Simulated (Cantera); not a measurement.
A Cantera script and what it prints.

```python
import numpy as np
import cantera as ct

gas_names = """
    F F2 N NF NF2 NF3 N2 Si SiF SiF2 SiF3 SiF4 SiN Si2 Si2N Si3
""".split()
cond_names = """
    Si(cr) Si(L) Si3N4(a)
""".split()


# ... load() reads the species with a 1 bar reference pressure and builds the phases ...
atoms = {
    'SiF4': {'Si': 1, 'F': 4},
    'N2': {'N': 2},
}
top_T = {'Si3N4(a)': 2400}  # K; cautious upper limits of use, not melting points


# ... equilibrate(T, P, feed) seeds the gas with the atoms and calls Mixture.equilibrate('TP', solver="vcs", rtol=1e-11, max_steps=5000) ...
results = []
feed = {'SiF4': 1, 'N2': 0.4}  # mol
P = 290  # Pa
for T in [1548, 1598, 1648, 1698, 1748, 1798, 1848, 1898, 1948]:
    mix = equilibrate(T, P, feed)
    results.append((T, P, feed, dict(zip(mix.species_names, mix.species_moles))))

top = {s: max(r[3][s] / sum(r[3][g] for g in gas_names) for r in results) for s in gas_names}
cols = sorted((s for s in top if top[s] > 1e-05), key=lambda s: -top[s])[:7]
seen = [c for c in cond_names if any(r[3].get(c, 0) > 1e-12 for r in results)]
print("log10 of partial pressures in bar; condensed amounts in mol")
print(f"{'T/K':>10s}" + "".join(f"{s[:9]:>10s}" for s in cols + seen))
for T, P, feed, n in results:
    ng = sum(n[g] for g in gas_names)
    print(f"{T:10.4g}" + "".join(f"{np.log10(max(n[s] / ng * P / 1e5, 1e-99)):10.3f}" for s in cols)
          + "".join(f"{n.get(c, 0):10.4g}" for c in seen))
```

Output:

```
log10 of partial pressures in bar; condensed amounts in mol
       T/K      SiF4        N2         F      SiF3
      1548    -2.684    -3.082    -7.416    -7.416
      1598    -2.684    -3.082    -7.095    -7.095
      1648    -2.684    -3.082    -6.793    -6.793
      1698    -2.684    -3.082    -6.509    -6.509
      1748    -2.684    -3.082    -6.241    -6.241
      1798    -2.684    -3.082    -5.989    -5.989
      1848    -2.684    -3.082    -5.750    -5.750
      1898    -2.685    -3.082    -5.523    -5.524
      1948    -2.685    -3.082    -5.309    -5.310
```

These are equilibrium values from Cantera (NASA tables, ideal gas, pure condensed phases), not measurements of a reactor. The tables' values for SiF3 are old estimates; treat these amounts as uncertain.
